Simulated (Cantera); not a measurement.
A perfectly stirred reactor is fed with H2 : O2 : N2 = 1.6 : 1 : 0.97 (molar parts), equivalence ratio 0.80, at 750 Torr; it is held at 1173 K, and followed from long to short residence time.

Computed with Cantera and the H2/O2 subset of GRI-Mech 3.0, which has no nitrogen chemistry. The temperature is held fixed by assumption; the heat of reaction is taken as removed at once.

Question: Predict: x(H2) at τ = 0.400 s; x(O2) at τ = 0.400 s; x(OH) at τ = 0.400 s; x(O) at τ = 0.400 s; x(H) at τ = 0.400 s; x(H2) at τ = 6.70 ms; x(O2) at τ = 6.70 ms; x(OH) at τ = 6.70 ms; x(O) at τ = 6.70 ms; x(H) at τ = 6.70 ms.

Answer: x(H2) at τ = 0.400 s: 0.00457
x(O2) at τ = 0.400 s: 0.0743
x(OH) at τ = 0.400 s: 1.72e-5
x(O) at τ = 0.400 s: 3.56e-6
x(H) at τ = 0.400 s: 3.52e-6
x(H2) at τ = 6.70 ms: 0.0288
x(O2) at τ = 6.70 ms: 0.0853
x(OH) at τ = 6.70 ms: 0.000143
x(O) at τ = 6.70 ms: 7.65e-5
x(H) at τ = 6.70 ms: 0.000150
